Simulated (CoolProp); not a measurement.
Computed with CoolProp (reference Helmholtz-energy equation of state, Thol 2015).

Q: For octamethylcyclotetrasiloxane (D4), give the phase and the Z, Joule-Thomson coefficient (K/MPa), isothermal compressibility (1/MPa), expansivity (1/kK) at 596 K and 0.842 MPa; 596 K and 1.18 MPa.

A: 
- 596 K and 0.842 MPa: gas; Z 0.753, Joule-Thomson coefficient 12.6, isothermal compressibility 1.67, expansivity 4.67
- 596 K and 1.18 MPa: gas; Z 0.611, Joule-Thomson coefficient 18.2, isothermal compressibility 1.68, expansivity 9.87
